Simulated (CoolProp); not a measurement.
Vapour-liquid equilibrium of R22 (1) + R115 (2) at 0.122 MPa; x and y are mole fractions of (1).

Model: multi-fluid Helmholtz-energy mixture model, Kamei 1995 and Lemmon 2016; pair parameters Bell 2016, in CoolProp.

Q: Give the bubble temperature and the first vapour's composition at x = 0.05, 0.35, 0.45. Is there an azeotrope?

A: x = 0.05: -37.1 °C, y = 0.127; x = 0.35: -40.9 °C, y = 0.406; x = 0.45: -41.0 °C, y = 0.458. y crosses x between x = 0.45 and 0.55: the model has an azeotrope there.

The pair parameters rest on a limited set of measurements; away from them the model extrapolates.
